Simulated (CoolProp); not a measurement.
A closed Brayton cycle with carbon dioxide: compressor inlet 315.15 K and 9.2 MPa, high pressure 18.7 MPa, turbine inlet 700 K, compressor efficiency 0.8, turbine efficiency 0.85, recuperator effectiveness 0.95 (on enthalpy, no pinch check). Each further row changes one setting.

Computed with CoolProp (reference Helmholtz-energy equation of state, Span 1996).

| case | thermal efficiency (%) | net work (kJ/kg) | compressor to turbine work | compressor exit (K) | turbine exit (K) |
|---|---|---|---|---|---|
| as stated | 27.4 | 51.8 | 0.30 | 351.4 | 625.7 |
| turbine inlet 650 K | 25.2 | [?] | [?] | 351.4 | 578.3 |
| compressor inlet 325.15 K | [?] | 41.5 | 0.44 | 379.7 | 625.7 |
| high pressure 15.9 MPa | 25.3 | 41.9 | 0.28 | 342.9 | [?] |
| recuperator effectiveness 0.5 | [?] | 51.8 | 0.30 | 351.4 | 625.7 |

What belongs in the gaps?


- turbine inlet 650 K, net work (kJ/kg): 45.4
- turbine inlet 650 K, compressor to turbine work: 0.33
- compressor inlet 325.15 K, thermal efficiency (%): 26.0
- high pressure 15.9 MPa, turbine exit (K): 642.5
- recuperator effectiveness 0.5, thermal efficiency (%): 15.3
